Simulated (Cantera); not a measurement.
What does this Cantera script print?

```python
import numpy as np
import cantera as ct

gas = ct.Solution("gri30.yaml", transport_model="mixture-averaged")
show = ['C2H2', 'NH3', 'CO2']

rows = []
print(f"{'T/K':>7s}{'rho':>11s}{'cp':>10s}{'mu':>11s}{'lambda':>11s}{'Pr':>7s}" + "".join(f"{'D_' + s:>11s}" for s in show))
for T in [400, 600, 800, 1000, 1200, 1400, 1600, 1800]:
    gas.TPX = T, 440, {'NO': 0.22}
    Pr = gas.cp_mass * gas.viscosity / gas.thermal_conductivity
    D = [gas.mix_diff_coeffs_mole[gas.species_index(s)] for s in show]
    rows.append([gas.density, gas.cp_mass, gas.viscosity, gas.thermal_conductivity, Pr, *D])
    print(f"{T:7g}{gas.density:11.4e}{gas.cp_mass:10.1f}{gas.viscosity:11.4e}"
          f"{gas.thermal_conductivity:11.4e}{Pr:7.3f}" + "".join(f"{d:11.4e}" for d in D))
print("SI units: kg/m3, J/kg/K, Pa s, W/m/K, m2/s")
```

Output:

```
    T/K        rho        cp         mu     lambda     Pr     D_C2H2      D_NH3      D_CO2
    400 3.9698e-03     998.6 2.3120e-05 3.2415e-02  0.712 6.3578e-03 8.6911e-03 6.0097e-03
    600 2.6465e-03    1040.9 3.0618e-05 4.5123e-02  0.706 1.2922e-02 1.8251e-02 1.2270e-02
    800 1.9849e-03    1092.2 3.7097e-05 5.7252e-02  0.708 2.1130e-02 3.0352e-02 2.0108e-02
   1000 1.5879e-03    1132.7 4.2948e-05 6.8643e-02  0.709 3.0805e-02 4.4683e-02 2.9351e-02
   1200 1.3233e-03    1159.2 4.8363e-05 7.9343e-02  0.707 4.1828e-02 6.1040e-02 3.9883e-02
   1400 1.1342e-03    1181.0 5.3449e-05 8.9432e-02  0.706 5.4114e-02 7.9278e-02 5.1621e-02
   1600 9.9245e-04    1198.6 5.8275e-05 9.8988e-02  0.706 6.7596e-02 9.9288e-02 6.4500e-02
   1800 8.8217e-04    1212.8 6.2887e-05 1.0808e-01  0.706 8.2220e-02 1.2099e-01 7.8469e-02
SI units: kg/m3, J/kg/K, Pa s, W/m/K, m2/s
```

Model: GRI-Mech 3.0 (53 species, 325 reactions), integrated in Cantera. The composition is frozen, though it would react at the higher temperatures.
